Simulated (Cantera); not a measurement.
An isothermal, constant-pressure homogeneous reactor starts with CO : O₂ : H₂O : N₂ = 0.012 : 0.018 : 0.00044 : 1 (molar parts), equivalence ratio 0.33, at 1473 K and 323 Torr. Integrator tolerance rtol = 1e-08.

Cantera simulation using GRI-Mech 3.0 (53 species, 325 reactions); the numbers are that mechanism's predictions, not measurements.

### Question
What does this change do: temperature 1473 to 850 K?

### Answer
| quantity | before | after |
|---|---|---|
| x(CO) at 40.0 s | 5.38e-7 (gas-phase equilibrium 5.42e-7) | 0.0116 (gas-phase equilibrium <1e-12) |
| x(O₂) at 40.0 s | 0.0117 (gas-phase equilibrium 0.0116) | 0.0175 (gas-phase equilibrium 0.0117) |
| x(H₂O) at 40.0 s | 0.000428 (gas-phase equilibrium 0.000428) | 0.000427 (gas-phase equilibrium 0.000430) |
| x(NO₂) at 40.0 s | 9.02e-9 (gas-phase equilibrium 2.51e-7) | <1e-12 (gas-phase equilibrium 3.38e-8) |
| x(O) at 40.0 s | 4.63e-7 (gas-phase equilibrium 4.61e-7) | 5.19e-9 (gas-phase equilibrium <1e-12) |
| x(OH) at 40.0 s | 2.43e-6 (gas-phase equilibrium 2.42e-6) | 8.87e-11 (gas-phase equilibrium 1.45e-10) |
| x(NO) at 40.0 s | 1.00e-5 (gas-phase equilibrium 0.000281) | <1e-12 (gas-phase equilibrium 1.19e-6) |
